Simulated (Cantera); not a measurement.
Feed: 1 mol Si3N4, 0.12 mol CO2, 9.6 mol N2, equilibrated at 2050 K and 1330 Pa.

Method: chemical equilibrium by Gibbs-energy minimisation in Cantera with the NASA 1993 tables (ideal gas, pure condensed phases). Candidate condensed phases: C, Si, SiC, SiO2, Si2N2O, Si3N4; 34 gas species. Mutual solubility and eutectic melting of coexisting phases are not modelled. The tables' values for SiN are old estimates; treat these amounts as uncertain. Rates play no part.

Base state: N2 0.973, SiO 0.0143, CO 0.00589, Si 0.00580, Si2C 0.000195, Si2N 0.000192, SiN 0.000153, Si2 6.76e-5 (mole fractions); condensed: Si(l) + SiC(s).

Problem. What changes in the equilibrium state with this change: Si3N4 replaced by Si?

Solution. 
```json
[
 {"species": "N2", "before": "0.973", "after": "0.969"},
 {"species": "SiO", "before": "0.0143", "after": "0.0171"},
 {"species": "CO", "before": "0.00589", "after": "0.00709"},
 {"species": "Si2N", "before": "0.000192", "after": "0.000192"},
 {"species": "SiN", "before": "0.000153", "after": "0.000153"},
 {"species": "Si3", "before": "1.41e-5", "after": "1.41e-5"},
 {"species": "Si(l), mol", "before": "2.70", "after": "0.714"},
 {"species": "SiC(s), mol", "before": "0.0474", "after": "0.0478"}
]
```
